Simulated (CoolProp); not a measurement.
R1132(E) along the isobar 5840 kPa: fugacity coefficient from the reference equation and from simpler models built on Tc = 75.7 °C, pc = 5174 kPa, ω = 0.245; each cubic takes its own stable root.

The numbers come from the reference Helmholtz-energy equation of state, Akasaka 2024 in CoolProp.

```csv
T (°C),phase,reference,van der Waals,Redlich-Kwong,Soave-Redlich-Kwong,Peng-Robinson
-21.25,liquid,0.07295,0.2194,0.1077,0.07497,0.07278
-4.85,liquid,0.1227,0.2819,0.1667,0.1266,0.1223
11.65,liquid,0.1906,0.3507,0.2408,0.1975,0.1902
28.15,liquid,0.2766,0.4239,0.3275,0.2871,0.2761
44.55,liquid,0.3781,0.4991,?,0.3920,?
61.05,liquid,0.4921,0.5748,0.5231,0.5075,0.4881
77.45,supercritical,0.6083,0.6464,0.6183,?,0.5970
93.95,supercritical,0.6851,0.7014,?,?,0.6676
110.35,supercritical,0.7330,0.7367,0.7254,0.7400,0.7143
126.85,supercritical,0.7712,0.7654,0.7593,0.7783,0.7524
```

Question: Some entries are withheld; supply them.

Answer: 
- 44.55, Redlich-Kwong: 0.4230
- 44.55, Peng-Robinson: 0.3769
- 77.45, Soave-Redlich-Kwong: 0.6200
- 93.95, Redlich-Kwong: 0.6834
- 93.95, Soave-Redlich-Kwong: 0.6928
